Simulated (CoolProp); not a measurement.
Saturation properties of decamethylcyclopentasiloxane (D5).

Values from CoolProp's reference Helmholtz-energy equation of state, Thol 2019.

| T (K) | p (MPa) | liquid density (kg/m³) | enthalpy of vaporisation (kJ/kg) | vapour Z |
|---|---|---|---|---|
| 473.4 | 0.07833 | 757.1 | 113.8 | 0.9239 |
| 478.4 | 0.08851 | 750.6 | 112.0 | 0.9168 |
| 483.3 | 0.09945 | 744.2 | 110.3 | 0.9094 |
| 488.3 | 0.1117 | 737.5 | 108.4 | 0.9015 |
| 493.3 | 0.1250 | 730.7 | 106.6 | 0.8931 |
| 498.2 | 0.1392 | 723.9 | 104.8 | 0.8844 |
| 503.2 | 0.1549 | 716.8 | 102.9 | 0.8750 |
| 508.1 | 0.1717 | 709.7 | 101.0 | 0.8653 |
| 513.1 | 0.1901 | 702.3 | 98.97 | 0.8548 |
| 518 | 0.2096 | 694.9 | 96.99 | 0.8441 |
| 523 | 0.2310 | 687.1 | 94.91 | 0.8325 |
| 527.9 | 0.2536 | 679.3 | 92.82 | 0.8206 |
| 532.9 | 0.2784 | 671.0 | 90.63 | 0.8078 |

It boils at 484.1 K under 1 atm.
